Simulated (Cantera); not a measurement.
A diamond (100) surface in a fixed gas of H2 with x(CH4) = 0.012, x(CH3) = 0.0002, at 1300 K, 21.0 Torr; coverages are run to steady state.

Cantera simulation using the Harris–Goodwin 1993 mechanism for the reconstructed diamond (100) surface; the numbers are that mechanism's predictions, not measurements.

One state of this run: growth (µm/h) = 0.702; θ c6HH = 0.398; θ c6H* = 0.0482; θ c6*H = 0.515; θ c6** = 0.0370; θ c6HM = 0.000245. θ: site fractions in the mechanism's names (c6HH fully hydrogenated, c6H* and c6*H radical sites, c6** diradical, c6HM methylated).

Problem. Which value of x(H) does it belong to?
A. 0.054
B. 0.0023
C. 0.0011
D. 0.0001

Solution. B, 0.0023
